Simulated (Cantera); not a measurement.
Charge: 1 mol Si, 1.6 mol H2O, 900 mol N2, at 0.270 Pa.

Equilibrium computed with Cantera from the NASA thermochemical tables; the gas is ideal and each condensed phase is pure. Candidate condensed phases: H2O, Si, SiO2, Si2N2O, Si3N4; 35 gas species. N2 is the only nitrogen source here; it is nearly inert below about 1500 K, so the nitride shown seldom forms there in practice. Mutual solubility and eutectic melting of coexisting phases are not modelled. The tables hold silica as quartz up to 1696 K and as liquid above; real silica turns to tridymite and cristobalite and melts near 1996 K. Rates play no part.

x: gas mole fraction; n: condensed amount in mol.

```csv
T (K),x N2,x H2,x SiO,x H,x H2O,n SiO2(β-quartz),n Si2N2O(s)
1000,0.998,0.00177,9.02e-8,5.82e-8,3.70e-9,0.733,0.133
1050,0.998,0.00177,[?],[?],[?],0.733,0.133
1100,0.998,0.00177,2.36e-5,6.63e-7,5.83e-9,0.726,0.126
1150,0.998,0.00177,0.000264,1.91e-6,7.09e-9,0.654,0.0538
1200,0.998,0.00177,0.000444,[?],[?],0.600,0
1250,0.998,0.00177,0.000444,1.24e-5,4.11e-7,0.600,0
1300,0.998,0.00176,0.000447,2.82e-5,3.07e-6,0.597,0
```

**Question.** Fill in the missing entries.

**Answer.** 
- 1050, x SiO: 1.67e-6
- 1050, x H: 2.08e-7
- 1050, x H2O: 4.70e-9
- 1200, x H: 5.05e-6
- 1200, x H2O: 4.60e-8
